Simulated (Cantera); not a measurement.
A Cantera script and what it prints.

```python
import numpy as np
import cantera as ct

gas_names = """
    Fe FeO Fe(OH)2 H HO2 H2 H2O H2O2 H2S H2SO4 O OH O2 O3 S SH SO SO2 SO3 S2 S2O S8
""".split()
cond_names = """
    Fe(a) Fe(c) Fe(d) Fe(L) FeO(s) FeO(L) Fe(OH)2(s) Fe(OH)3(s) FeS(a) FeS(b) FeS(c) FeS(L) FeSO4(s)
    FeS2(s) Fe2O3(s) Fe2S3O12(s) Fe3O4(s) H2O(s) H2O(L) H2SO4(L) S(cr1) S(cr2) S(L)
""".split()


def load(file, names, dense=False):
    # The tables refer to 1 bar. Condensed volumes are neglected.
    table = {s.name: s for s in ct.Species.list_from_file(file)}
    out = []
    for n in names:
        d = dict(table[n].input_data)
        d["thermo"] = dict(d["thermo"], **{"reference-pressure": 1e5})
        if dense:
            d["equation-of-state"] = {"model": "constant-volume", "density": "1e6 g/cm^3"}
        out.append(ct.Species.from_dict(d))
    return out


gas = ct.Solution(thermo="ideal-gas", species=load("nasa_gas.yaml", gas_names))
cond = {s.name: ct.Solution(thermo="fixed-stoichiometry", species=[s], name=s.name)
        for s in load("nasa_condensed.yaml", cond_names, dense=True)}
atoms = {
    'FeS2': {'Fe': 1, 'S': 2},
    'H2S': {'H': 2, 'S': 1},
    'O2': {'O': 2},
}
top_T = {'FeSO4(s)': 950, 'FeS2(s)': 1010, 'Fe2O3(s)': 1830, 'Fe2S3O12(s)': 1100, 'Fe3O4(s)': 1870}  # K; cautious upper limits of use, not melting points


def equilibrate(T, P, feed):
    n = {}
    for name, mol in feed.items():
        for a, k in atoms[name].items():
            n[a] = n.get(a, 0.0) + k * mol
    gas.TPX = T, P, n
    mass = sum(n.values()) * gas.mean_molecular_weight
    gas.equilibrate("TP")
    valid = [c for c in cond.values() if c.min_temp <= T <= top_T.get(c.name, c.max_temp)]
    mix = ct.Mixture([(gas, mass / gas.mean_molecular_weight)] + [(c, 0.0) for c in valid])
    mix.T, mix.P = T, P
    mix.equilibrate("TP", solver="vcs", rtol=1e-11, max_steps=5000)
    return mix


results = []
feed = {'FeS2': 1, 'H2S': 0.68, 'O2': 0.11}  # mol
P = 2200  # Pa
for T in [773, 823, 873, 923, 973, 1023, 1073, 1123, 1173, 1223, 1273, 1323, 1373]:
    mix = equilibrate(T, P, feed)
    results.append((T, P, feed, dict(zip(mix.species_names, mix.species_moles))))

top = {s: max(r[3][s] / sum(r[3][g] for g in gas_names) for r in results) for s in gas_names}
cols = sorted((s for s in top if top[s] > 1e-05), key=lambda s: -top[s])[:7]
seen = [c for c in cond_names if any(r[3].get(c, 0) > 1e-12 for r in results)]
print("log10 of partial pressures in bar; condensed amounts in mol")
print(f"{'T/K':>10s}" + "".join(f"{s[:9]:>10s}" for s in cols + seen))
for T, P, feed, n in results:
    ng = sum(n[g] for g in gas_names)
    print(f"{T:10.4g}" + "".join(f"{np.log10(max(n[s] / ng * P / 1e5, 1e-99)):10.3f}" for s in cols)
          + "".join(f"{n.get(c, 0):10.4g}" for c in seen))
```

Output:

```
log10 of partial pressures in bar; condensed amounts in mol
       T/K       H2S        S2       H2O        H2        SH       SO2       S2O    FeS(c)   FeS2(s)
       773    -1.893    -2.517    -2.218    -4.139    -7.561    -4.488    -5.306         0         1
       823    -1.898    -2.509    -2.218    -3.782    -7.071    -4.659    -5.402         0         1
       873    -1.913    -2.457    -2.226    -3.498    -6.631    -4.739    -5.417   0.02766    0.9723
       923    -2.112    -1.984    -2.443    -3.644    -6.226    -4.217    -4.814         1         0
       973    -2.125    -1.982    -2.442    -3.398    -5.884    -4.318    -4.874         1         0
      1023    -2.144    -1.978    -2.443    -3.183    -5.579    -4.397    -4.921         1         0
      1073    -2.171    -1.974    -2.445    -2.997    -5.307    -4.451    -4.954         1         0
      1123    -2.206    -1.970    -2.449    -2.839    -5.064    -4.479    -4.973         1         0
      1173    -2.251    -1.964    -2.455    -2.708    -4.848    -4.481    -4.978         1         0
      1223    -2.305    -1.959    -2.461    -2.600    -4.656    -4.459    -4.969         1         0
      1273    -2.366    -1.953    -2.468    -2.512    -4.485    -4.416    -4.950         1         0
      1323    -2.434    -1.948    -2.476    -2.442    -4.332    -4.355    -4.922         1         0
      1373    -2.507    -1.944    -2.484    -2.387    -4.195    -4.282    -4.888         1         0
```

Method: chemical equilibrium by Gibbs-energy minimisation in Cantera with the NASA 1993 tables (ideal gas, pure condensed phases). FeS: taken at fixed stoichiometry. Gases not in the tables: S3 to S7.
